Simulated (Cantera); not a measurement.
An isothermal, constant-pressure homogeneous reactor starts with NH3 : N2 = 1 : 5.4 (molar parts), at 1725 K and 100.0 Torr. Integrator tolerance rtol = 1e-08.

Detailed kinetics in Cantera: the gas-phase N/H chemistry of the illustrative SiF4/NH3 mechanism in the Surface Chemkin manual (1991). Walls and surfaces, which speed up NH3 decomposition in real reactors, are not modelled.

### Question
What does this change do: temperature 1725 to 1275 K?

### Answer
| quantity | before | after |
|---|---|---|
| x(NH3) at 300 s | 4.77e-5 (gas-phase equilibrium 3.69e-7) | 0.150 (gas-phase equilibrium 1.46e-6) |
| x(N2) at 300 s | 0.797 (gas-phase equilibrium 0.797) | 0.842 (gas-phase equilibrium 0.797) |
| x(N2H2) at 300 s | 1.31e-12 (gas-phase equilibrium <1e-12) | 2.25e-8 (gas-phase equilibrium <1e-12) |
| x(N2H4) at 300 s | <1e-12 (gas-phase equilibrium <1e-12) | 7.39e-9 (gas-phase equilibrium <1e-12) |
| x(NH2) at 300 s | 1.39e-7 (gas-phase equilibrium 1.08e-9) | 3.12e-6 (gas-phase equilibrium 1.16e-11) |
